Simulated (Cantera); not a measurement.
# Thermodynamics of iron carbonyl, mercury and lead vapours, feed Fe(CO)5 + H2

Charge: 1 mol Fe(CO)5, 98 mol H2, equilibrated at 0.100 bar.

These are equilibrium values from Cantera (NASA tables, ideal gas, pure condensed phases), not measurements of a reactor. Candidate condensed phases: C, C6H6, C7H8, C8H18, Fe, Fe(CO)5, FeO, Fe(OH)2, Fe(OH)3, Fe2O3, Fe3O4, H2O; 114 gas species. Rates play no part.

From 477 °C to 877 °C the condensed part is Fe(α). From 977 °C to 1277 °C the condensed part is Fe(γ).

| T (°C) | x H2 | x CH4 | x H2O | x CO | x CO2 | x H | x Fe | x C2H2 (acetylene) | n Fe(α) | n Fe(γ) |
|---|---|---|---|---|---|---|---|---|---|---|
| 477 | 0.895 | 0.0518 | 0.0514 | 0.00128 | 0.000450 | <1e-12 | <1e-12 | <1e-12 | 1.00 | 0 |
| 577 | 0.923 | 0.0281 | 0.0262 | 0.0213 | 0.00185 | 6.22e-11 | <1e-12 | 2.47e-12 | 1.00 | 0 |
| 677 | 0.944 | 0.00763 | 0.00708 | 0.0411 | 0.000553 | 1.71e-9 | <1e-12 | 6.78e-11 | 1.00 | 0 |
| 777 | 0.949 | 0.00209 | 0.00198 | 0.0465 | 0.000114 | 2.50e-8 | 1.53e-12 | 6.45e-10 | 1.00 | 0 |
| 877 | 0.951 | 0.000686 | 0.000658 | 0.0479 | 2.79e-5 | 2.30e-7 | 8.59e-11 | 3.87e-9 | 1.00 | 0 |
| 977 | 0.951 | 0.000267 | 0.000258 | 0.0483 | 8.38e-6 | 1.49e-6 | 2.48e-9 | 1.72e-8 | 0 | 1.00 |
| 1077 | 0.951 | 0.000119 | 0.000116 | 0.0484 | 3.00e-6 | 7.35e-6 | 4.30e-8 | 6.11e-8 | 0 | 1.000 |
| 1177 | 0.951 | 5.91e-5 | 5.82e-5 | 0.0485 | 1.25e-6 | 2.92e-5 | 4.99e-7 | 1.81e-7 | 0 | 1.000 |
| 1277 | 0.951 | 3.19e-5 | 3.23e-5 | 0.0485 | 5.89e-7 | 9.71e-5 | 4.19e-6 | 4.58e-7 | 0 | 1.000 |
x: gas mole fraction; n: condensed amount in mol.
